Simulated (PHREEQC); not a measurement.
## Acid rinse or clean: speciation

Dissolve 0.0013 mol HNO3, 0.02 mol CaCl2 and 0.00075 mol KCl per kg of water at 75 °C. Closed to the air; pH follows from the charge balance.

The numbers come from PHREEQC with the ion-association model, phreeqc.dat.

Each row changes one thing in this solution. No solid was allowed to form.

```tsv
case	pH	ionic strength (mol/kgw)	SI of Sylvite (KCl)
as made	2.97	0.0621	-5.84
diluted 5-fold with water	3.63	0.0124	-7.14
diluted 2-fold with water	3.25	0.0310	-6.39
HNO3 replaced by Zn(NO3)2 at the same molality	5.45	[?]	[?]
diluted 10-fold with water	[?]	0.00620	-7.71
0.038 mol/kgw K3PO4 added	[?]	[?]	-3.73
```

Q: Some entries are withheld; supply them.

A: 
- HNO3 replaced by Zn(NO3)2 at the same molality, ionic strength (mol/kgw): 0.0640
- HNO3 replaced by Zn(NO3)2 at the same molality, SI of Sylvite (KCl): -5.85
- diluted 10-fold with water, pH: 3.92
- 0.038 mol/kgw K3PO4 added, pH: 10.66
- 0.038 mol/kgw K3PO4 added, ionic strength (mol/kgw): 0.138

Some of these states are supersaturated (in Hydroxyapatite, for instance). Constants without temperature data keep their 25 °C values here.
